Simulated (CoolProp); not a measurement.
Properties of decamethylcyclopentasiloxane (D5) along the isotherm 620 K.

Model: reference Helmholtz-energy equation of state, Thol 2019, in CoolProp.

| p (bar) | phase | density (kg/m³) | isothermal compressibility (1/MPa) | expansivity (1/kK) | fugacity coefficient |
|---|---|---|---|---|---|
| 3.37 | gas | 27.54 | 3.411 | 2.579 | 0.8915 |
| 6.74 | gas | 66.38 | 2.190 | 4.945 | 0.7853 |
| 10.1 | gas | 146.7 | 3.215 | 21.10 | 0.6774 |
| 13.5 | supercritical | 463.9 | 0.3524 | 12.83 | 0.5486 |
| 16.8 | supercritical | 500.8 | 0.1614 | 7.354 | 0.4630 |
| 20.2 | supercritical | 523.2 | 0.1047 | 5.483 | 0.4039 |
| 23.6 | supercritical | 539.4 | 0.07780 | 4.510 | 0.3620 |
| 26.9 | supercritical | 551.9 | 0.06239 | 3.912 | 0.3317 |
